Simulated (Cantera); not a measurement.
**Thermodynamics of carbon deposition, reforming and gasification, feed toluene + CO2 + N2 + H2O**

A closed system holds: 1 mol toluene, 0.7 mol CO2, 0.21 mol N2, 0.065 mol H2O, equilibrated at 10500 Torr.

Cantera equilibrium calculation (NASA polynomials, part measured and part estimated; ideal gas, pure solids and liquids). Candidate condensed phases: C, C6H6, C7H8, C8H18, H2O; 136 gas species. Equilibrium is a limit: real reactors are often held back by kinetics, nucleation or transport.

```
T (K)   x H2   x CO  x C2H2 (acetylene)    x N2       x H     x HCN     x CH4  n C(graphite)
-----  -----  -----  ------------------  ------  --------  --------  --------  -------------
1523   0.688  0.256             8.12e-6  0.0372   5.12e-6  0.000198    0.0152           6.17
1673   0.697  0.256             3.97e-5  0.0367   2.54e-5  0.000504   0.00825           6.19
1823   0.701  0.256            0.000148  0.0362   9.69e-5   0.00109   0.00491           6.20
1973   0.702  0.256            0.000450  0.0356  0.000302   0.00209   0.00315           6.20
2123   0.701  0.256             0.00116  0.0347  0.000803   0.00363   0.00215           6.19
2273   0.699  0.255             0.00263  0.0335   0.00188   0.00579   0.00154           6.16
2423   0.693  0.255             0.00536  0.0318   0.00394   0.00861   0.00115           6.11
2573   0.683  0.254             0.00997  0.0297   0.00759    0.0120  0.000875           6.03
2723   0.669  0.254              0.0171  0.0272    0.0135    0.0159  0.000678           5.92
2873   0.648  0.252              0.0274  0.0244    0.0226    0.0200  0.000528           5.76
3023   0.619  0.251              0.0412  0.0215    0.0356    0.0240  0.000409           5.54
```
x: gas mole fraction; n: condensed amount in mol.

From 1523 K to 3023 K the condensed part is C(graphite). The main C-bearing gas is CO throughout. The share of C in condensed phases is highest at 1823 K (80.6 %) and lowest at 3023 K (72.0 %).
